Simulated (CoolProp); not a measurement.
R227EA along the isotherm 201.85 °C: Z from the reference equation and from simpler models built on Tc = 101.8 °C, pc = 2.925 MPa, ω = 0.358; each cubic takes its own stable root.

Values from CoolProp's reference Helmholtz-energy equation of state, Lemmon 2016.

```csv
p (MPa),phase,reference,van der Waals,Soave-Redlich-Kwong,Peng-Robinson
1.95,gas,0.9041,0.8819,0.9117,0.8943
3.9,supercritical,0.8093,0.7438,0.8305,0.8007
5.85,supercritical,0.7275,0.6188,0.7695,0.7323
7.8,supercritical,0.6814,0.6096,0.7419,0.6999
9.75,supercritical,0.6770,0.6629,0.7471,0.6999
11.7,supercritical,0.7009,0.7326,0.7737,0.7207
13.7,supercritical,0.7418,0.8095,0.8133,0.7540
15.6,supercritical,0.7884,0.8842,0.8571,0.7918
17.6,supercritical,0.8418,0.9635,0.9068,0.8353
19.5,supercritical,0.8946,1.039,0.9559,0.8785
21.5,supercritical,0.9514,1.118,1.009,0.9254
23.4,supercritical,1.006,1.193,1.060,0.9706
25.4,supercritical,1.064,1.271,1.113,1.019
27.3,supercritical,1.119,1.345,1.165,1.064
29.3,supercritical,1.176,1.423,1.219,1.113
```
